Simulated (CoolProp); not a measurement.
Properties of n-undecane along the isobar 8.76 MPa (Tc = 365.7 °C, pc = 1.990 MPa, ω = 0.539).

The numbers come from the reference Helmholtz-energy equation of state, Aleksandrov 2011 in CoolProp. It is a short technical equation, of lower accuracy than the large ones.

```tsv
T (°C)	phase	density (kg/m³)	speed of sound (m/s)
100.55	liquid	688.6	1051
115.95	liquid	677.6	1002
131.35	liquid	666.4	___
146.85	liquid	655.1	___
162.25	liquid	___	867.2
177.65	liquid	632.3	825.0
193.05	liquid	620.6	___
208.45	liquid	608.8	743.8
```

**Question.** Complete the blanks.

**Answer.** 
- 131.35, speed of sound (m/s): 956.0
- 146.85, speed of sound (m/s): 910.8
- 162.25, density (kg/m³): 643.8
- 193.05, speed of sound (m/s): 783.9
